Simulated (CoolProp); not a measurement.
Saturation properties of R236EA (Tc = 412.4 K, pc = 3.414 MPa, ω = 0.368).

Model: reference Helmholtz-energy equation of state, Rui 2013, in CoolProp.

| T (K) | p (MPa) | vapour density (kg/m³) | enthalpy of vaporisation (kJ/kg) | surface tension (mN/m) | liquid conductivity (mW/(m K)) |
|---|---|---|---|---|---|
| 264.6 | 0.05340 | [?] | 172.6 | [?] | 92.6 |
| 268.1 | 0.06267 | 4.413 | 170.9 | 16.1 | 91.2 |
| 271.6 | 0.07318 | 5.106 | 169.2 | 15.6 | 89.8 |
| 275.1 | 0.08504 | 5.882 | 167.4 | 15.1 | 88.4 |
| 278.6 | 0.09838 | 6.748 | 165.7 | 14.6 | 87.0 |
| 282.1 | 0.1133 | 7.712 | 164.0 | [?] | 85.7 |
| 285.6 | 0.1300 | 8.782 | 162.2 | 13.7 | 84.3 |
| 289.1 | 0.1485 | 9.966 | 160.4 | 13.2 | [?] |
| 292.6 | 0.1690 | 11.27 | [?] | 12.7 | 81.7 |

**Question.** What belongs in the gaps?

**Answer.** 
- 264.6, vapour density (kg/m³): 3.796
- 264.6, surface tension (mN/m): 16.6
- 282.1, surface tension (mN/m): 14.2
- 289.1, liquid conductivity (mW/(m K)): 83.0
- 292.6, enthalpy of vaporisation (kJ/kg): 158.6

It boils at 279.3 K under 1 atm.

Thermal conductivity comes from a separate model (Huber 2003), an estimate that may be off by 10 % or more. Surface tension comes from a separate correlation (Mulero 2012).
